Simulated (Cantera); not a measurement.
Feed: 1 mol SiHCl₃, 0.055 mol HCl, 250 mol N₂, at 13.3 mbar.

Method: chemical equilibrium by Gibbs-energy minimisation in Cantera with the NASA 1993 tables (ideal gas, pure condensed phases). Candidate condensed phases: NH₄Cl, Si, Si₃N₄; 28 gas species. N₂ is the only nitrogen source here; it is nearly inert below about 1500 K, so the nitride shown seldom forms there in practice. Equilibrium is a limit: real reactors are often held back by kinetics, nucleation or transport.

Q: Which condensed phases are stable at each of these points (T (°C)): 925, 975, 1025, 1075, 1125, 1175, 1225, 1275, 1325, 1375, 1425?

A: 
```json
[
 {"T (°C)": "925", "condensed phases": "Si₃N₄(s)", "Si condensed (%)": "47.2"},
 {"T (°C)": "975", "condensed phases": "Si₃N₄(s)", "Si condensed (%)": "44.4"},
 {"T (°C)": "1025", "condensed phases": "Si₃N₄(s)", "Si condensed (%)": "38.7"},
 {"T (°C)": "1075", "condensed phases": "Si₃N₄(s)", "Si condensed (%)": "28.6"},
 {"T (°C)": "1125", "condensed phases": "Si₃N₄(s)", "Si condensed (%)": "16.0"},
 {"T (°C)": "1175", "condensed phases": "Si₃N₄(s)", "Si condensed (%)": "5.4"},
 {"T (°C)": "1225", "condensed phases": "gas only", "Si condensed (%)": "0.0"},
 {"T (°C)": "1275", "condensed phases": "gas only", "Si condensed (%)": "0.0"},
 {"T (°C)": "1325", "condensed phases": "gas only", "Si condensed (%)": "0.0"},
 {"T (°C)": "1375", "condensed phases": "gas only", "Si condensed (%)": "0.0"},
 {"T (°C)": "1425", "condensed phases": "gas only", "Si condensed (%)": "0.0"}
]
```

From 925 °C to 1175 °C the condensed part is Si₃N₄(s). From 1225 °C to 1425 °C nothing is condensed.
